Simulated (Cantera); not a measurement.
Input (Python, Cantera) and output of one run.

```python
import numpy as np
import cantera as ct

gas_names = [...]  # 113 gases of nasa_gas.yaml made of C, Cu, H, O
cond_names = """
    C(gr) C6H6(L) C7H8(L) C8H18(L),n-octa Cu(cr) Cu(L) CuO(s) CuO2H2(s) Cu2O(s) Cu2O(L) H2O(s) H2O(L)
""".split()


# ... load() reads the species with a 1 bar reference pressure and builds the phases ...
atoms = {
    'Cu': {'Cu': 1},
    'CO2': {'C': 1, 'O': 2},
    'H2': {'H': 2},
}
top_T = {'C(gr)': 4500, 'CuO(s)': 1390}  # K; cautious upper limits of use, not melting points


# ... equilibrate(T, P, feed) seeds the gas with the atoms and calls Mixture.equilibrate('TP', solver="vcs", rtol=1e-11, max_steps=5000) ...
results = []
feed = {'Cu': 1, 'CO2': 0.5, 'H2': 1}  # mol
T = 1898  # K
P = 140  # Pa
mix = equilibrate(T, P, feed)
results.append((T, P, feed, dict(zip(mix.species_names, mix.species_moles))))
x = sorted(zip(gas.X, gas.species_names), reverse=True)
print(f"T = {T:g} K  P = {P:g} Pa  gas = {mix.phase_moles(0):.4g} mol")
print("   x: " + "  ".join(f"{s} {v:.3e}" for v, s in x if v > 1e-05))
print("   condensed (mol): " + ("  ".join(f"{mix.phase(i).name} {mix.phase_moles(i):.4g}"
      for i in range(1, mix.n_phases) if mix.phase_moles(i) > 1e-12) or "none"))
```

It prints:

```
T = 1898 K  P = 140 Pa  gas = 2.512 mol
   x: Cu 3.972e-01  H2 2.245e-01  CO 1.689e-01  H2O 1.683e-01  CO2 3.012e-02  H 9.899e-03  OH 6.068e-04  Cu2 3.989e-04  O 2.011e-05
   condensed (mol): none
```

Method: chemical equilibrium by Gibbs-energy minimisation in Cantera with the NASA 1993 tables (ideal gas, pure condensed phases).
